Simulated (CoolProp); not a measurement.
R21 at 298.15 K and 0.00956 MPa is compressed adiabatically to 0.0761 MPa with isentropic efficiency 0.6. Each further row changes one setting.

Computed with CoolProp (reference Helmholtz-energy equation of state, Platzer 1990). This equation is an older, rougher fit.

| case | work (kJ/kg) | final temperature (K) | final density (kg/m³) |
|---|---|---|---|
| as stated | 95.2 | 443.6 | 2.13 |
| efficiency 1 | 57.1 | 389.2 | 2.44 |
| efficiency 0.65 | 87.9 | 433.4 | 2.19 |
